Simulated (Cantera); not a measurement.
Feed: 1 mol CCl4, 1.4 mol HCl, 0.12 mol CH4, at 2375 °C and 11.0 mbar.

Method: chemical equilibrium by Gibbs-energy minimisation in Cantera with the NASA 1993 tables (ideal gas, pure condensed phases). Candidate condensed phases: C, C6H6, C7H8, C8H18; 91 gas species. Equilibrium is a limit: real reactors are often held back by kinetics, nucleation or transport.

Base state: Cl 0.686, HCl 0.250, H 0.0500, H2 0.0127, C3 0.000396, C2H2 (acetylene) 0.000248, Cl2 0.000222, C 0.000103 (mole fractions); condensed: C(graphite).

Task: What changes in the equilibrium state with this change: HCl from 1.4 to 0.22 mol?

Result: 
```
species             before    after
----------------  --------  -------
Cl                   0.686    0.840
HCl                  0.250    0.135
H                   0.0500   0.0220
H2                  0.0127  0.00246
C2H2 (acetylene)  0.000248  4.80e-5
C2H                9.40e-5  4.14e-5
C(graphite), mol      1.11     1.11
```

Task: What changes in the equilibrium state with this change: temperature from 2375 °C to 402 °C?

Result: 
```json
[
 {"species": "HCl", "before": "0.250", "after": "0.518"},
 {"species": "Cl2", "before": "0.000222", "after": "0.478"},
 {"species": "CCl4", "before": "<1e-9", "after": "0.00334"},
 {"species": "Cl", "before": "0.686", "after": "1.99e-6"},
 {"species": "H", "before": "0.0500", "after": "<1e-9"},
 {"species": "H2", "before": "0.0127", "after": "<1e-9"},
 {"species": "C3", "before": "0.000396", "after": "<1e-9"},
 {"species": "C2H2 (acetylene)", "before": "0.000248", "after": "<1e-9"},
 {"species": "C(graphite), mol", "before": "1.11", "after": "1.11"}
]
```
Gases not in the tables: chlorinated aromatics.
